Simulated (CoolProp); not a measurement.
Vapour-liquid equilibrium of ethane (1) + propane (2) at 0.267 bar; x and y are mole fractions of (1).

Model: multi-fluid Helmholtz-energy mixture model, Bücker 2006 and Lemmon 2009; pair parameters Kunz 2012, in CoolProp.

| x | bubble temperature (K) | y at the bubble point | dew temperature at overall composition x (K) | liquid density (mol/L) |
|---|---|---|---|---|
| 0.05 | 198.2 | 0.352 | 203.9 | 14.16 |
| 0.15 | 189.2 | 0.679 | 202.2 | 14.71 |
| 0.25 | (withheld) | 0.817 | 200.3 | 15.21 |
| 0.35 | 178.5 | 0.888 | 198.3 | 15.69 |
| 0.45 | 174.9 | 0.930 | (withheld) | 16.17 |
| 0.55 | 171.9 | 0.956 | 193.3 | 16.65 |
| 0.65 | 169.4 | (withheld) | 190.2 | 17.14 |
| 0.75 | (withheld) | 0.984 | 186.3 | (withheld) |
| 0.85 | 165.4 | 0.992 | 181.1 | 18.15 |
| 0.95 | 163.8 | (withheld) | 172.6 | 18.68 |

Task: Fill in the missing entries.

Result: 
- 0.25, bubble temperature (K): 183.0
- 0.45, dew temperature at overall composition x (K): 196.0
- 0.65, y at the bubble point: 0.973
- 0.75, bubble temperature (K): 167.2
- 0.75, liquid density (mol/L): 17.64
- 0.95, y at the bubble point: 0.998

No azeotrope shows between x = 0.05 and 0.95.

The pair parameters rest on a limited set of measurements; away from them the model extrapolates.
